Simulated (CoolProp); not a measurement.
Saturation properties of n-pentane.

Model: reference Helmholtz-energy equation of state, Thol 2019, in CoolProp.

| T (K) | p (bar) | liquid density (kg/m³) | liquid viscosity (µPa s) |
|---|---|---|---|
| 338.2 | 2.476 | 579.0 | 121 |
| 343.3 | 2.847 | 573.2 | 115 |
| 348.5 | [?] | 567.3 | 109 |
| 353.7 | 3.733 | 561.2 | [?] |
| 358.9 | [?] | 554.9 | 97.9 |
| 364 | 4.802 | 548.7 | [?] |
| 369.2 | 5.421 | 542.2 | 88.1 |
| 374.4 | 6.099 | [?] | 83.4 |
| 379.6 | [?] | [?] | 78.9 |
| 384.8 | 7.640 | 521.5 | [?] |
| 389.9 | 8.494 | 514.3 | 70.5 |

Fill in the missing entries.


- 348.5, p (bar): 3.267
- 353.7, liquid viscosity (µPa s): 103
- 358.9, p (bar): 4.248
- 364, liquid viscosity (µPa s): 92.9
- 374.4, liquid density (kg/m³): 535.5
- 379.6, p (bar): 6.837
- 379.6, liquid density (kg/m³): 528.6
- 384.8, liquid viscosity (µPa s): 74.6

It boils at 309.2 K under 1 atm.

Viscosity comes from a separate model (Quiñones-Cisneros 2006), older than the equation that it now runs on, and unchecked against measurements.
